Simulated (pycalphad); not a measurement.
# Effect of Si content in Al-Fe-Si-Mg

All values are pycalphad results on the COST 507 light-alloy database (1999) (1 atm), not direct measurements. The data set is of 1999 and partly superseded. The system is extrapolated from its subsystems; higher-order compounds may be missing. Phase fractions are per mole of atoms.

### Question
One of these alloys has its liquidus at 683 °C, its solidus at 620 °C, and holds fcc 0.93, ALFESI_ALPHA 0.05, ALFESI_BETA 0.01, MG2SI 0.01 at 277 °C. Which?
(A) Al-1.18Fe-3.58Si-0.44Mg (at.%)
(B) Al-1.18Fe-7.16Si-0.44Mg (at.%)
(C) Al-1.18Fe-0.89Si-0.44Mg (at.%)
(D) Al-1.18Fe-1.79Si-0.44Mg (at.%)

### Answer
C, Al-1.18Fe-0.89Si-0.44Mg (at.%). The others: Al-1.18Fe-1.79Si-0.44Mg (at.%), liquidus 676, solidus 606; Al-1.18Fe-3.58Si-0.44Mg (at.%), liquidus 663, solidus 563; Al-1.18Fe-7.16Si-0.44Mg (at.%), liquidus 653, solidus 563

Database names, with the compositions (at.%) that they take in these runs: ALFESI_ALPHA: Al 70-74 Fe 19 Si 7-11; ALFESI_BETA: Al 70 Fe 15 Si 15; MG2SI: Mg 67 Si 33.
